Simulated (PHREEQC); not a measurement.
**Leach liquor (model solution)**

Make-up at 25 °C: 0.0016 mol HCl and 0.23 mol FeSO4 per kg of water. Closed to the air; pH follows from the charge balance.

All values are PHREEQC results (ion-association model, phreeqc.dat), not measurements.

No solid was allowed to form.

Q: Predict the pH.

A: pH 3.55.

Q: In which forms is Fe present?

A: Fe+2 50 %, FeSO4 50 % of the Fe.
